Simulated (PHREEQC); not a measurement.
Model water analysis in mg/kgw, 40 °C, pH 5.87, pe -1.4: Na 4.32; K 1.65; Ca 4.8; Mg 5; Cl 14.3; S(6) as SO4 15.1; Alkalinity as HCO3 11.1; Fe(2) 0.876; N(-3) as NH4 0.00226; Si as SiO2 0.0377; Br 0.0228.

Valence states are taken as typed.

The numbers come from PHREEQC with the ion-association model, phreeqc.dat.

Precipitation was switched off in this run.

Problem. Estimate the specific conductance, charge-balance error.

Solution. specific conductance 146 µS/cm; charge-balance error 0.7 %.

Problem. In which forms is S present?

Solution. SO4-2 94 %, MgSO4 4.5 %, CaSO4 1.5 % of the S.

Species that the database lacks are ignored. Away from 25 °C the constants follow the database's enthalpies or fits; those with neither stay at their 25 °C values.
